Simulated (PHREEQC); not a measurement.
Dissolve 0.0065 mol/kgw NaHCO3 and 0.0019 mol/kgw NaCl at 13 °C. Closed to the air; pH follows from the charge balance.

The numbers come from PHREEQC with the ion-association model, phreeqc.dat.

Precipitation was switched off in this run.

Problem. Estimate the pH, specific conductance.

Solution. pH 8.35; specific conductance 592 µS/cm.

Problem. In which forms is C present?

Solution. HCO3- 97 %, CO2 1.1 %, CO3-2 1.0 % of the C.

Species that the database lacks are ignored. Constants without temperature data keep their 25 °C values here.
